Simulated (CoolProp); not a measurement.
Vapour-liquid equilibrium of R113 (1) + n-hexane (2) at -6.05 °C; x and y are mole fractions of (1).

Values from CoolProp's multi-fluid Helmholtz-energy mixture model, Marx 1992 and Thol 2019; pair parameters Bell 2016.

```csv
x,bubble pressure (MPa),y at the bubble point,dew pressure at overall composition x (MPa),liquid density (mol/L)
0.05,0.004939,0.165,0.004500,7.953
0.125,0.005748,0.335,0.004776,8.005
0.2,0.006456,0.453,0.005086,8.058
0.275,0.007082,0.541,0.005436,8.113
0.35,0.007641,0.610,0.005830,8.169
0.425,0.008148,0.668,0.006277,8.227
0.5,0.008612,0.719,0.006782,8.286
0.575,0.009043,0.764,0.007351,8.347
0.65,0.009449,0.806,0.007984,8.410
0.725,0.009834,0.847,0.008671,8.475
0.8,0.01020,0.887,0.009387,8.542
0.875,0.01056,0.928,0.01009,8.610
0.95,0.01091,0.970,0.01074,8.681
```

No azeotrope shows between x = 0.05 and 0.95.

Pair parameters are fitted to limited data, so mixtures are less certain than the pure fluids.
